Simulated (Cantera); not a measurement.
**Stirred combustor or abatement burner**

A perfectly stirred reactor is fed with 9.59 % CH₃OH, 10.3 % O₂, 80.2 % N₂, equivalence ratio 1.4, at 2.10 bar; it is adiabatic with a 598 K inlet, and is followed from long to short residence time, starting on the burning branch (τ in s: 0.066, 0.034, 0.017, 0.0089, 0.0045, 0.0023, 0.0012, 0.00061, 0.00031, 0.00016, 8.2e-05, 4.2e-05).

Cantera simulation using GRI-Mech 3.0 (53 species, 325 reactions); the numbers are that mechanism's predictions, not measurements. GRI-Mech 3.0 was tuned for natural gas; its chemistry of methanol as a main component is partial and can be far from experiment.

```tsv
τ (s)	T (K)	x CH₃OH	x O₂	x C₂H₂	x CO	x HCO
0.066	1690	2.85e-6	8.96e-5	4.31e-8	0.0404	1.21e-7
0.034	1687	4.26e-6	0.000136	7.90e-8	0.0405	1.92e-7
0.017	1683	6.63e-6	0.000213	1.56e-7	0.0405	3.21e-7
0.0089	1679	1.02e-5	0.000330	3.05e-7	0.0406	5.33e-7
0.0045	1672	1.67e-5	0.000535	6.24e-7	0.0409	9.34e-7
0.0023	1664	2.82e-5	0.000885	1.24e-6	0.0415	1.67e-6
0.0012	1653	4.92e-5	0.00150	2.30e-6	0.0426	3.01e-6
0.00061	1633	9.49e-5	0.00276	3.94e-6	0.0449	5.74e-6
0.00031	1590	0.000226	0.00596	5.44e-6	0.0503	1.17e-5
0.00016	598	0.0959	0.103	<1e-12	<1e-12	<1e-12
8.2e-5	598	0.0959	0.103	<1e-12	<1e-12	<1e-12
4.2e-5	598	0.0959	0.103	<1e-12	<1e-12	<1e-12
```
x: mole fraction; the columns are a selection and need not sum to one.
